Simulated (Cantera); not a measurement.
A closed system holds: 1 mol AlBr3, 14 mol O2, 1.7 mol N2, equilibrated at 11.0 mbar.

Equilibrium computed with Cantera from the NASA thermochemical tables; the gas is ideal and each condensed phase is pure. Candidate condensed phases: Al, AlBr3, AlN, Al2O3, Br2; 21 gas species. Rates play no part. All values below are at 1502 °C.

Base state: O2 0.736, Br 0.167, N2 0.0935, NO 0.00246, O 0.000783, Br2 0.000285 (mole fractions); condensed: Al2O3(s).

Problem. What changes in the equilibrium state with this change: 0.36 mol H2O added?

Solution. 
```csv
species,before,after
O2,0.736,0.723
Br,0.167,0.159
N2,0.0935,0.0917
H2O,0,0.0172
HBr,0,0.00397
OH,0,0.00103
Br2,0.000285,0.000261
"Al2O3(s), mol",0.500,0.500
```
Further candidate phases: H2O.

Problem. What changes in the equilibrium state with this change: pressure from 11.0 mbar to 54.0 mbar?

Solution. 
```tsv
species	before	after
O2	0.736	0.738
Br	0.167	0.165
N2	0.0935	0.0936
Br2	0.000285	0.00137
O	0.000783	0.000354
NO	0.00246	0.00246
Al2O3(s), mol	0.500	0.500
```
